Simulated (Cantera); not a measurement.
An isothermal, constant-pressure homogeneous reactor starts with NH3 : N2 = 0.66 : 0.32 (molar parts), at 1500 K and 100000 Pa.

Model: the gas-phase N/H chemistry of the illustrative SiF4/NH3 mechanism in the Surface Chemkin manual (1991), integrated in Cantera. Walls and surfaces, which speed up NH3 decomposition in real reactors, are not modelled.

x: mole fraction; the columns are a selection and need not sum to one.

```json
[
 {"t (s)": "2.00e-6", "x NH3": "0.673", "x N2H4": "<1e-12", "x N2": "0.327", "x H2": "8.46e-9", "x NH2": "1.80e-8", "x N": "<1e-12"},
 {"t (s)": "1.29e-5", "x NH3": "0.673", "x N2H4": "<1e-12", "x N2": "0.327", "x H2": "6.07e-8", "x NH2": "1.22e-7", "x N": "<1e-12"},
 {"t (s)": "8.38e-5", "x NH3": "0.673", "x N2H4": "5.83e-11", "x N2": "0.327", "x H2": "…", "x NH2": "…", "x N": "<1e-12"},
 {"t (s)": "0.000543", "x NH3": "0.673", "x N2H4": "2.89e-9", "x N2": "0.327", "x H2": "2.64e-6", "x NH2": "5.15e-6", "x N": "<1e-12"},
 {"t (s)": "0.00352", "x NH3": "0.673", "x N2H4": "8.99e-8", "x N2": "0.327", "x H2": "2.94e-5", "x NH2": "2.84e-5", "x N": "4.92e-12"},
 {"t (s)": "0.0228", "x NH3": "0.673", "x N2H4": "1.69e-7", "x N2": "0.327", "x H2": "0.000443", "x NH2": "3.89e-5", "x N": "3.11e-11"},
 {"t (s)": "0.147", "x NH3": "0.670", "x N2H4": "1.66e-7", "x N2": "0.327", "x H2": "0.00321", "x NH2": "3.86e-5", "x N": "1.71e-10"},
 {"t (s)": "0.954", "x NH3": "0.651", "x N2H4": "…", "x N2": "0.329", "x H2": "…", "x NH2": "3.69e-5", "x N": "7.44e-10"},
 {"t (s)": "6.18", "x NH3": "0.553", "x N2H4": "1.05e-7", "x N2": "0.339", "x H2": "0.108", "x NH2": "3.06e-5", "x N": "1.25e-9"},
 {"t (s)": "40.0", "x NH3": "0.307", "x N2H4": "2.99e-8", "x N2": "0.365", "x H2": "0.329", "x NH2": "1.64e-5", "x N": "7.39e-10"}
]
```

Question: Fill in the missing entries.

Answer: 
- 8.38e-5, x H2: 3.99e-7
- 8.38e-5, x NH2: 7.98e-7
- 0.954, x N2H4: 1.52e-7
- 0.954, x H2: 0.0204
